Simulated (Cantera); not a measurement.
An adiabatic, constant-pressure homogeneous reactor starts with 26.5 % CO, 9.00 % H₂, 2.28 % CH₄, 6.36 % O₂, 55.9 % N₂, equivalence ratio 3.5, at 1148 K and 3750 Torr.

Computed with Cantera and GRI-Mech 3.0 (53 species, 325 reactions).

x: mole fraction; the columns are a selection and need not sum to one.

```json
[
 {"t (s)": "1.00e-6", "T (K)": "1148", "x CO": "0.265", "x H₂": "0.0900", "x CH₄": "0.0228", "x CO₂": "2.19e-9", "x O₂": "0.0636", "x C₂H₂": "<1e-12", "x C₂H₄": "<1e-12"},
 {"t (s)": "2.96e-6", "T (K)": "1148", "x CO": "0.265", "x H₂": "0.0900", "x CH₄": "0.0228", "x CO₂": "8.25e-9", "x O₂": "0.0636", "x C₂H₂": "<1e-12", "x C₂H₄": "<1e-12"},
 {"t (s)": "8.77e-6", "T (K)": "1148", "x CO": "0.265", "x H₂": "0.0900", "x CH₄": "0.0228", "x CO₂": "3.89e-8", "x O₂": "0.0636", "x C₂H₂": "<1e-12", "x C₂H₄": "<1e-12"},
 {"t (s)": "2.60e-5", "T (K)": "1148", "x CO": "0.265", "x H₂": "0.0900", "x CH₄": "0.0228", "x CO₂": "3.48e-7", "x O₂": "0.0636", "x C₂H₂": "<1e-12", "x C₂H₄": "1.20e-12"},
 {"t (s)": "7.70e-5", "T (K)": "1148", "x CO": "0.265", "x H₂": "0.0900", "x CH₄": "0.0228", "x CO₂": "2.08e-5", "x O₂": "0.0635", "x C₂H₂": "<1e-12", "x C₂H₄": "3.63e-9"},
 {"t (s)": "0.000228", "T (K)": "1215", "x CO": "0.264", "x H₂": "0.0867", "x CH₄": "0.0207", "x CO₂": "0.00272", "x O₂": "0.0583", "x C₂H₂": "[?]", "x C₂H₄": "5.21e-5"},
 {"t (s)": "0.000675", "T (K)": "1931", "x CO": "0.251", "x H₂": "0.0659", "x CH₄": "0.00155", "x CO₂": "0.0407", "x O₂": "6.92e-5", "x C₂H₂": "0.000663", "x C₂H₄": "5.89e-6"},
 {"t (s)": "0.00200", "T (K)": "1934", "x CO": "0.245", "x H₂": "0.0727", "x CH₄": "0.00120", "x CO₂": "0.0466", "x O₂": "5.42e-9", "x C₂H₂": "0.000696", "x C₂H₄": "4.05e-6"},
 {"t (s)": "0.00592", "T (K)": "1931", "x CO": "0.245", "x H₂": "0.0746", "x CH₄": "0.000726", "x CO₂": "0.0469", "x O₂": "3.55e-9", "x C₂H₂": "[?]", "x C₂H₄": "2.88e-6"},
 {"t (s)": "0.0175", "T (K)": "1928", "x CO": "0.246", "x H₂": "0.0759", "x CH₄": "0.000324", "x CO₂": "0.0461", "x O₂": "3.35e-9", "x C₂H₂": "[?]", "x C₂H₄": "1.32e-6"},
 {"t (s)": "0.0520", "T (K)": "1926", "x CO": "0.247", "x H₂": "0.0770", "x CH₄": "5.18e-5", "x CO₂": "0.0455", "x O₂": "3.20e-9", "x C₂H₂": "[?]", "x C₂H₄": "1.19e-7"},
 {"t (s)": "0.154", "T (K)": "1925", "x CO": "0.247", "x H₂": "0.0771", "x CH₄": "5.18e-8", "x CO₂": "0.0454", "x O₂": "3.26e-9", "x C₂H₂": "[?]", "x C₂H₄": "5.52e-11"},
 {"t (s)": "0.456", "T (K)": "1925", "x CO": "0.247", "x H₂": "0.0771", "x CH₄": "3.54e-9", "x CO₂": "0.0454", "x O₂": "3.26e-9", "x C₂H₂": "2.01e-12", "x C₂H₄": "<1e-12"},
 {"t (s)": "1.35", "T (K)": "1925", "x CO": "0.247", "x H₂": "0.0771", "x CH₄": "3.54e-9", "x CO₂": "0.0454", "x O₂": "3.26e-9", "x C₂H₂": "2.01e-12", "x C₂H₄": "<1e-12"},
 {"t (s)": "4.00", "T (K)": "1925", "x CO": "0.247", "x H₂": "0.0771", "x CH₄": "3.53e-9", "x CO₂": "0.0454", "x O₂": "3.26e-9", "x C₂H₂": "2.01e-12", "x C₂H₄": "<1e-12"}
]
```

Q: Fill in the missing entries.

A: 
- 0.000228, x C₂H₂: 1.12e-7
- 0.00592, x C₂H₂: 0.000626
- 0.0175, x C₂H₂: 0.000315
- 0.0520, x C₂H₂: 2.94e-5
- 0.154, x C₂H₂: 1.39e-8
